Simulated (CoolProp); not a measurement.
Properties of carbon monoxide at several states.

The numbers come from the reference Helmholtz-energy equation of state, Lemmon 2006 in CoolProp. It is a short technical equation, of lower accuracy than the large ones.

| T (K) | p (kPa) | phase | Z | speed of sound (m/s) | Joule-Thomson coefficient (K/MPa) | expansivity (1/kK) | fugacity coefficient |
|---|---|---|---|---|---|---|---|
| 172 | 19100 | supercritical | 0.7886 | 465.9 | 0.4956 | 8.639 | 0.5341 |
| 231.5 | 144 | gas | 0.9979 | 310.1 | 4.114 | 4.359 | 0.9979 |
| 327 | 1700 | gas | 0.9988 | 371.7 | 1.951 | 3.170 | 0.9984 |
| 349.9 | 2300 | gas | 1.002 | 386.0 | 1.619 | 2.968 | 1.001 |
| 183.1 | 12100 | supercritical | 0.7185 | 327.9 | 2.103 | 13.26 | 0.6789 |
